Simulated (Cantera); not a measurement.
An isothermal, constant-pressure homogeneous reactor starts with NO : N2 = 1 : 4.3 (molar parts), at 1975 K and 2670 Pa. Integrator tolerance rtol = 1e-08.

Detailed kinetics in Cantera: GRI-Mech 3.0 (53 species, 325 reactions). Radical loss at walls, strong at low pressure, is not modelled.

Problem. What does this change do: temperature 1975 to 1475 K?

Solution. 
```json
[
 {"quantity": "x(NO) at 20.0 s", "before": "0.0749 (gas-phase equilibrium 0.00506)", "after": "0.188 (gas-phase equilibrium 0.000778)"},
 {"quantity": "x(O) at 20.0 s", "before": "0.000823 (gas-phase equilibrium 0.00103)", "after": "6.90e-7 (gas-phase equilibrium 5.42e-6)"},
 {"quantity": "x(NO2) at 20.0 s", "before": "1.13e-5 (gas-phase equilibrium 9.79e-7)", "after": "1.09e-5 (gas-phase equilibrium 4.90e-7)"},
 {"quantity": "x(N2) at 20.0 s", "before": "0.868 (gas-phase equilibrium 0.903)", "after": "0.811 (gas-phase equilibrium 0.905)"},
 {"quantity": "x(O2) at 20.0 s", "before": "0.0564 (gas-phase equilibrium 0.0912)", "after": "0.000117 (gas-phase equilibrium 0.0939)"}
]
```

Problem. What does this change do: 0.27 parts H2O added?

Solution. 
```tsv
quantity	before	after
x(NO) at 20.0 s	0.0749 (gas-phase equilibrium 0.00506)	0.0452 (gas-phase equilibrium 0.00480)
x(O) at 20.0 s	0.000823 (gas-phase equilibrium 0.00103)	0.000875 (gas-phase equilibrium 0.000997)
x(NO2) at 20.0 s	1.13e-5 (gas-phase equilibrium 9.79e-7)	7.43e-6 (gas-phase equilibrium 9.02e-7)
x(N2) at 20.0 s	0.868 (gas-phase equilibrium 0.903)	0.838 (gas-phase equilibrium 0.858)
x(O2) at 20.0 s	0.0564 (gas-phase equilibrium 0.0912)	0.0662 (gas-phase equilibrium 0.0863)
```
